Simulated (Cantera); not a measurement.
## Si + HCl + H₂ (chlorosilane synthesis and conversion)

Feed: 1 mol Si, 0.74 mol HCl, 1 mol H₂, equilibrated at 100 Torr.

Cantera equilibrium calculation (NASA polynomials, part measured and part estimated; ideal gas, pure solids and liquids). Candidate condensed phases: Si; 19 gas species. The tables' values for SiCl₃ are old estimates; treat these amounts as uncertain. Kinetics and transport are ignored.

```csv
T (K),x H₂,x HCl,x SiCl₄,x SiCl₂,x SiHCl₃,x SiCl₃,x SiH₂Cl₂,x SiH₃Cl,n Si(s)
1025,0.855,0.0221,0.0888,0.00102,0.0295,0.00208,0.00109,1.04e-5,0.810
1050,0.852,0.0267,0.0872,0.00157,0.0289,0.00275,0.00109,1.07e-5,0.811
1075,0.848,0.0320,0.0852,0.00235,0.0281,0.00356,0.00108,1.10e-5,0.812
1100,0.843,0.0378,0.0828,0.00346,0.0272,0.00454,0.00107,1.12e-5,0.814
1125,0.838,0.0443,0.0800,0.00497,0.0262,0.00569,0.00106,1.14e-5,0.815
1150,0.832,0.0514,0.0766,0.00700,0.0252,0.00700,0.00104,1.15e-5,0.816
1175,0.825,0.0591,0.0727,0.00966,0.0239,0.00848,0.00101,1.16e-5,0.817
1200,0.818,0.0672,0.0683,0.0131,0.0226,0.0101,0.000979,1.16e-5,0.818
1225,0.810,0.0757,0.0633,0.0173,0.0211,0.0118,0.000941,1.15e-5,0.818
1250,0.801,0.0845,0.0578,0.0224,0.0195,0.0135,0.000897,1.14e-5,0.817
1275,0.792,0.0933,0.0520,0.0285,0.0178,0.0151,0.000847,1.12e-5,0.816
1300,0.783,0.102,0.0458,0.0354,0.0160,0.0165,0.000792,1.10e-5,0.814
1325,0.774,0.110,0.0396,0.0431,0.0142,0.0177,0.000732,1.07e-5,0.811
1350,0.765,0.118,0.0334,0.0514,0.0124,0.0186,0.000669,1.03e-5,0.808
```
x: gas mole fraction; n: condensed amount in mol.

From 1025 K to 1350 K the condensed part is Si(s). The main Si-bearing gas is SiCl₄ at 1025 K and SiCl₂ at 1350 K.
